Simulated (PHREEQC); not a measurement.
## Polishing slurry liquid

Dissolve 1.3 mmol/kgw NH3, 0.00068 mmol/kgw H4SiO4 and 45 mmol/kgw KH2PO4 at 25 °C. Closed to the air; pH follows from the charge balance.

Equilibrium calculation in PHREEQC: ion-association model, wateq4f.dat.

Precipitation was switched off in this run.

**Question.** Estimate the pH, ionic strength.

**Answer.** pH 5.42; ionic strength 0.0475 mol/kgw.

**Question.** In which forms is P present?

**Answer.** H2PO4- 97 %, HPO4-2 2.8 % of the P.

H3PO4, which wateq4f.dat lacks, is added to it with the constant of phreeqc.dat.
